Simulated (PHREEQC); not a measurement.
Make-up at 20 °C: 0.001 mol/kgw NH4HF2, 0.0006 mol/kgw H2SiF6, 0.077 mol/kgw H3PO4 and 0.0013 mol/kgw HCl. Closed to the air; pH follows from the charge balance.

Equilibrium calculation in PHREEQC: ion-association model, phreeqc.dat.

Each row changes one thing in this solution. This is a speciation only: nothing precipitates in the calculation.

```tsv
case	pH	ionic strength (mol/kgw)	H3PO4 (mol/kgw)	H2PO4- (mol/kgw)	HF (mol/kgw)	SiF6-2 (mol/kgw)	SI of Chalcedony (SiO2)
as made	1.69	0.0248	0.0548	0.0222	0.00320	0.000378	-0.04
temperature from 20 to 10 °C	1.66	0.0262	0.0536	0.0234	___	___	-0.15
temperature from 20 to 55 °C	1.76	0.0206	0.0579	0.0191	0.00529	2.76e-5	-0.00
HCl from 0.0013 to 0.00065 mol/kgw	1.69	0.0244	___	0.0225	0.00319	0.000379	-0.04
NH4HF2 from 0.001 to 0.01 mol/kgw	___	0.0299	0.0512	0.0257	0.0189	0.000600	-4.67
NH4HF2 left out	1.68	0.0239	0.0550	0.0220	0.00250	0.000165	+0.25
H3PO4 replaced by NaH2PO4 at the same molality	3.44	0.0788	___	0.0740	0.000826	0.000425	-0.14
```

Task: Complete the blanks.

Result: 
- temperature from 20 to 10 °C, HF (mol/kgw): 0.00264
- temperature from 20 to 10 °C, SiF6-2 (mol/kgw): 0.000472
- HCl from 0.0013 to 0.00065 mol/kgw, H3PO4 (mol/kgw): 0.0545
- NH4HF2 from 0.001 to 0.01 mol/kgw, pH: 1.77
- H3PO4 replaced by NaH2PO4 at the same molality, H3PO4 (mol/kgw): 0.00296

Some of these states are supersaturated (in Quartz (slow to form), Chalcedony (slow to form), for instance). Away from 25 °C the constants follow the database's enthalpies or fits; those with neither stay at their 25 °C values. SiF6-2 is the database's only silicon fluoride.
